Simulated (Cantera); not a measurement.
Feed: 1 mol Fe, a varied amount of SO2, 9.7 mol CO, held at 1525 °C and 26.0 Pa.

Method: chemical equilibrium by Gibbs-energy minimisation in Cantera with the NASA 1993 tables (ideal gas, pure condensed phases). Candidate condensed phases: C, Fe, Fe(CO)5, FeO, FeS, FeSO4, FeS2, Fe2O3, Fe2(SO4)3, Fe3O4, S; 25 gas species. The tables' stoichiometric FeO is somewhat more stable than real wüstite, so its field is too wide. FeO: taken at fixed stoichiometry. Equilibrium is a limit: real reactors are often held back by kinetics, nucleation or transport.

Q: At 4.2 mol SO2, list the 6 most abundant gas species with their mole fractions, and the condensed phases.

A: CO 0.529, SO2 0.177, CO2 0.156, SO 0.0578, Fe 0.0448, S2 0.0271. Condensed: FeO(l).
